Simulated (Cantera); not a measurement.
## Diamond growth

A diamond (100) surface in a fixed gas of H2 with x(CH4) = 0.0024, x(H) = 0.0078, x(CH3) = 0.0016, 5400 Pa; coverages are run to steady state.

Detailed kinetics in Cantera: the Harris–Goodwin 1993 mechanism for the reconstructed diamond (100) surface.

```
T (K)  growth (µm/h)  θ c6HH  θ c6H*  θ c6*H   θ c6**    θ c6HM
-----  -------------  ------  ------  ------  -------  --------
950             29.8   0.548  0.0120   0.284  0.00541     0.115
1025            42.5   0.508  0.0182   0.346  0.00968    0.0839
1100            50.6   0.471  0.0255   0.403   0.0159    0.0554
1175            43.3   0.438  0.0341   0.458   0.0243    0.0271
1250            27.9   0.404  0.0430   0.500   0.0346   0.00894
1325            20.7   0.368  0.0515   0.527   0.0460   0.00242
1400            19.5   0.335  0.0593   0.542   0.0583  0.000630
```
θ: site fractions in the mechanism's names (c6HH fully hydrogenated, c6H* and c6*H radical sites, c6** diradical, c6HM methylated).
